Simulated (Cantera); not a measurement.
An isothermal, constant-pressure homogeneous reactor starts with CO : O2 : H2O : N2 = 0.0032 : 0.0032 : 0.001 : 1 (molar parts), equivalence ratio 0.50, at 1225 K and 1.00 atm.

Computed with Cantera and GRI-Mech 3.0 (53 species, 325 reactions).

One state of this run: x CO = 1.09e-8; x O2 = 0.00159; x H2O = 0.000994; x NO = 2.84e-7; x H2 = 1.80e-9; x OH = 2.29e-7; x H = 4.45e-11. x: mole fraction; the columns are a selection and need not sum to one.

Task: Which value of t (s) does it belong to?
A. 0.0404
B. 0.000447
C. 0.000182
D. 9.00

Result: D, 9.00
